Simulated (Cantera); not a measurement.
An isothermal, constant-pressure homogeneous reactor starts with H₂ : O₂ : N₂ = 1 : 1 : 1.3 (molar parts), at 825 K and 1.00 bar. Integrator tolerance rtol = 1e-08.

Model: GRI-Mech 3.0 (53 species, 325 reactions), integrated in Cantera. Below about 950 K walls govern HO2 and H2O2 in real vessels. The temperature is held fixed by assumption; the heat of reaction is taken as removed at once.

```tsv
quantity	before	after
x(H₂) at 90.0 s	0.0135 (gas-phase equilibrium <1e-12)	3.65e-9 (gas-phase equilibrium 3.66e-9)
x(O₂) at 90.0 s	0.184 (gas-phase equilibrium 0.179)	0.179 (gas-phase equilibrium 0.179)
x(H₂O) at 90.0 s	0.341 (gas-phase equilibrium 0.357)	0.357 (gas-phase equilibrium 0.357)
x(N₂O) at 90.0 s	3.34e-9 (gas-phase equilibrium 1.71e-10)	5.19e-9 (gas-phase equilibrium 5.19e-9)
x(OH) at 90.0 s	4.21e-9 (gas-phase equilibrium 3.33e-9)	2.68e-6 (gas-phase equilibrium 2.68e-6)
x(NO) at 90.0 s	<1e-12 (gas-phase equilibrium 2.16e-6)	1.58e-6 (gas-phase equilibrium 9.34e-5)
x(O) at 90.0 s	7.39e-10 (gas-phase equilibrium <1e-12)	3.54e-9 (gas-phase equilibrium 3.53e-9)
```

### Question
What was changed between the two runs?
A. H2 1 to 0.2 parts
B. temperature 825 to 1150 K
C. N2 1.3 to 9.5 parts
D. pressure from 1.00 bar to 0.400 bar

### Answer
B, temperature 825 to 1150 K
